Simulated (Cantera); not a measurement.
Charge: 1 mol Si3N4, 44 mol Cl2, 26 mol H2, held at 1750 °C and 0.360 bar.

Equilibrium computed with Cantera from the NASA thermochemical tables; the gas is ideal and each condensed phase is pure. Candidate condensed phases: NH4Cl, Si, Si3N4; 28 gas species. The tables' values for SiCl3 are old estimates; treat these amounts as uncertain. The numbers say what is thermodynamically allowed, not how fast it happens.

Base state: HCl 0.661, Cl 0.243, SiCl4 0.0355, Cl2 0.0327, N2 0.0254, SiCl3 0.00244, SiCl2 0.000186, H2 4.11e-5 (mole fractions); condensed: gas only.

Q: What changes in the equilibrium state with this change: Cl2 from 44 to 21 mol?

A: 
```tsv
species	before	after
HCl	0.661	0.719
H2	4.11e-5	0.173
SiCl2	0.000186	0.0481
Cl	0.243	0.00406
Cl2	0.0327	9.16e-6
SiCl4	0.0355	0.00258
SiCl3	0.00244	0.0106
N2	0.0254	0.0410
SiCl	1.96e-9	3.02e-5
SiHCl3	9.01e-7	0.000253
H	2.03e-5	0.00132
```
The tables' values for SiCl3, SiCl are old estimates; treat these amounts as uncertain.
